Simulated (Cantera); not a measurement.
A closed system holds: 1 mol TEOS, 0.91 mol NO, 130 mol N2, held at 0.00133 bar.

Method: chemical equilibrium by Gibbs-energy minimisation in Cantera with the NASA 1993 tables (ideal gas, pure condensed phases). Candidate condensed phases: C, C6H6, C7H8, C8H18, H2O, Si, SiC, SiO2, Si2N2O, Si3N4; 151 gas species. The feed counts by its element totals alone. The numbers say what is thermodynamically allowed, not how fast it happens.

Over these rows the condensed part is C(graphite) + SiC(s). Partial pressures as log10 of bar:

| T (K) | 1000/T (1/K) | log p SiC2 | log p N2 | log p H2 | log p CO |
|---|---|---|---|---|---|
| 1848 | 0.5411 | -8.45 | -2.92 | -4.06 | -4.35 |
| 1873 | 0.5339 | -8.19 | -2.92 | -4.06 | -4.35 |
| 1898 | 0.5269 | ? | -2.92 | -4.06 | -4.35 |
| 1923 | 0.5200 | -7.71 | -2.92 | -4.07 | -4.35 |
| 1948 | 0.5133 | -7.47 | -2.92 | -4.08 | -4.35 |
| 1973 | 0.5068 | -7.24 | -2.93 | -4.08 | -4.35 |

### Question
Fit log p(SiC2) = a + b·(1000/T) to the five rows, give the apparent enthalpy, and predict the row at 1898 K.

### Answer
Means: 1000/T = 0.5230, log p = -7.812. Sxy = -0.028558, Sxx = 0.0008119, so b = -35.17 and a = -7.812 − (-35.17)×0.5230 = 10.58.
Apparent enthalpy: −19.145 × (-35.17) = 673 kJ/mol. The condensed phases alone fix this pressure, through C(graphite) + SiC(s) = SiC2(g), so the slope is that reaction's ΔH° and the other gases don't enter. The five rows lie within 0.01 of the line.
Prediction at 1898 K: 10.58 + (-35.17)×0.5269 = -7.95. The computed value is -7.95, 0.00 from the line.
